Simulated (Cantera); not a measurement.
Input (Python, Cantera):

```python
import numpy as np
import cantera as ct

gas = ct.Solution("gri30.yaml")


def delay(T, t_max=10):
    gas.TPX = T, 2900000, {'CH4': 1, 'O2': 4.17, 'N2': 19.2, 'H2O': 1.1}
    reactor = ct.IdealGasReactor(gas, clone=False)
    net = ct.ReactorNet([reactor])
    net.rtol, net.atol = 1e-8, 1e-16
    while net.time < t_max:
        t_old, T_old = net.time, reactor.T
        net.step()
        if reactor.T > T + 400:  # ignition: a rise of 400 K
            return t_old + (T + 400 - T_old) / (reactor.T - T_old) * (net.time - t_old)
    return np.nan


taus = []
for T in [1300, 1400, 1500, 1600, 1700, 1800, 1900]:
    taus.append(delay(T))
    print(f"T0 = {T:6g} K   tau = {taus[-1]:.4e} s")
```

It prints:

```
T0 =   1300 K   tau = 4.5452e-04 s
T0 =   1400 K   tau = 1.6644e-04 s
T0 =   1500 K   tau = 6.7572e-05 s
T0 =   1600 K   tau = 2.9568e-05 s
T0 =   1700 K   tau = 1.3787e-05 s
T0 =   1800 K   tau = 6.8506e-06 s
T0 =   1900 K   tau = 3.6392e-06 s
```

Detailed kinetics in Cantera: GRI-Mech 3.0 (53 species, 325 reactions). The pressure lies above the range GRI-Mech 3.0 was tuned for (to about 10 atm).
